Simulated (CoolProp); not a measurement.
A single-stage vapour-compression cycle with the fluid: evaporating at 211.15 K (dew point), condensing at 243.15 K (bubble point), superheat 10 K, subcooling 0 K, compressor efficiency 0.9, no pressure losses. The same conditions are run with several fluids, on thermodynamics alone (safety and materials aside).

Model: reference Helmholtz-energy equation of state of each fluid (carbonyl sulfide: Lemmon 2006; R410A: Lemmon 2003; R115: Lemmon 2016; R143a: Lemmon and Jacobsen 2000; R507A: Lemmon 2003; chlorine: Thol 2021), in CoolProp. Blends and air are pseudo-pure fits.

| fluid | cooling COP | pressure ratio | discharge temperature (K) | refrigerating effect (kJ/kg) | volumetric capacity (kJ/m³) |
|---|---|---|---|---|---|
| carbonyl sulfide | 5.09 | 4.19 | 308.4 | 285 | 535 |
| R410A | 5.09 | 4.73 | 289.1 | 245 | 567 |
| R115 | 5.18 | 4.67 | 257.2 | 110 | 302 |
| R143a | 5.18 | 4.52 | 272.1 | 202 | 450 |
| R507A | 5.17 | 4.67 | 268.9 | 174 | 437 |
| chlorine | 4.94 | 4.92 | 340.7 | 277 | 263 |
